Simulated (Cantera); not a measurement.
A freely propagating, adiabatic, planar premixed flame of CH4 : C2H6 : O2 : N2 = 1 : 0.042 : 2.15 : 8.07 (molar parts), unburnt at 525 K and 3830 Torr; mixture-averaged transport, grid criteria slope 0.08 and curve 0.16, no radiation.

Computed with Cantera and GRI-Mech 3.0 (53 species, 325 reactions). Burning velocities carry a grid error of a few per cent, more on coarse grids.

x: mole fraction of selected species; z is measured from the peak of heat release.

```json
[
 {"z (mm)": "-0.317", "T (K)": "525", "u (m/s)": "0.572", "x CH4": "0.0887", "x C2H6": "0.00373", "x O2": "0.191", "x CH3": "<1e-8", "x H": "<1e-8", "x CH2": "<1e-8"},
 {"z (mm)": "-0.211", "T (K)": "530", "u (m/s)": "0.577", "x CH4": "0.0882", "x C2H6": "0.00372", "x O2": "0.190", "x CH3": "3.18e-8", "x H": "<1e-8", "x CH2": "<1e-8"},
 {"z (mm)": "-0.159", "T (K)": "542", "u (m/s)": "0.592", "x CH4": "0.0872", "x C2H6": "0.00371", "x O2": "0.189", "x CH3": "1.38e-7", "x H": "<1e-8", "x CH2": "<1e-8"},
 {"z (mm)": "-0.106", "T (K)": "627", "u (m/s)": "0.689", "x CH4": "0.0817", "x C2H6": "0.00361", "x O2": "0.182", "x CH3": "1.96e-6", "x H": "<1e-8", "x CH2": "<1e-8"},
 {"z (mm)": "-0.0529", "T (K)": "1062", "u (m/s)": "1.18", "x CH4": "0.0558", "x C2H6": "0.00278", "x O2": "0.143", "x CH3": "0.000164", "x H": "1.33e-5", "x CH2": "[?]"},
 {"z (mm)": "-0.0264", "T (K)": "1491", "u (m/s)": "1.67", "x CH4": "0.0296", "x C2H6": "0.00146", "x O2": "0.0996", "x CH3": "0.00118", "x H": "0.000205", "x CH2": "[?]"},
 {"z (mm)": "0", "T (K)": "1897", "u (m/s)": "2.14", "x CH4": "0.00590", "x C2H6": "9.24e-5", "x O2": "0.0516", "x CH3": "0.00153", "x H": "0.00159", "x CH2": "[?]"},
 {"z (mm)": "0.0264", "T (K)": "2069", "u (m/s)": "2.32", "x CH4": "0.000255", "x C2H6": "1.47e-7", "x O2": "0.0269", "x CH3": "0.000131", "x H": "0.00311", "x CH2": "[?]"},
 {"z (mm)": "0.0529", "T (K)": "2137", "u (m/s)": "2.39", "x CH4": "5.65e-6", "x C2H6": "<1e-8", "x O2": "0.0193", "x CH3": "3.51e-6", "x H": "0.00315", "x CH2": "[?]"},
 {"z (mm)": "0.106", "T (K)": "2216", "u (m/s)": "2.46", "x CH4": "<1e-8", "x C2H6": "<1e-8", "x O2": "0.0145", "x CH3": "<1e-8", "x H": "0.00233", "x CH2": "<1e-8"},
 {"z (mm)": "0.211", "T (K)": "2290", "u (m/s)": "2.53", "x CH4": "<1e-8", "x C2H6": "<1e-8", "x O2": "0.0110", "x CH3": "<1e-8", "x H": "0.00136", "x CH2": "<1e-8"},
 {"z (mm)": "0.423", "T (K)": "2344", "u (m/s)": "2.58", "x CH4": "<1e-8", "x C2H6": "<1e-8", "x O2": "0.00839", "x CH3": "<1e-8", "x H": "0.000755", "x CH2": "<1e-8"},
 {"z (mm)": "0.846", "T (K)": "2374", "u (m/s)": "2.61", "x CH4": "<1e-8", "x C2H6": "<1e-8", "x O2": "0.00680", "x CH3": "<1e-8", "x H": "0.000493", "x CH2": "<1e-8"}
]
```

**Question.** Some entries are withheld; supply them.

**Answer.** 
- -0.0529, x CH2: 3.29e-8
- -0.0264, x CH2: 3.05e-6
- 0, x CH2: 4.36e-5
- 0.0264, x CH2: 1.05e-5
- 0.0529, x CH2: 3.47e-7
